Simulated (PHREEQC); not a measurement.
A solution holds 0.056 mol/kgw HF, 0.0013 mol/kgw (CH3)4NF and 2.8e-05 mol/kgw H2SO4, at 56 °C. Closed to the air; pH follows from the charge balance.

All values are PHREEQC results (ion-association model, phreeqc.dat), not measurements.

Precipitation was switched off in this run.

Question: Order these F species by the share of F that they hold, largest first: HF2-, F-, HF.

Answer: HF (88 %), F- (8.4 %), HF2- (3.7 %)

The pH is 2.37 and the ionic strength 0.00591 mol/kgw. Species that the database lacks are ignored. (CH3)4N+ isn't in the database: it is added as a free cation with an ion size of 4 Å. At this temperature some constants are extrapolated from 25 °C, and those without enthalpy data are left unchanged.
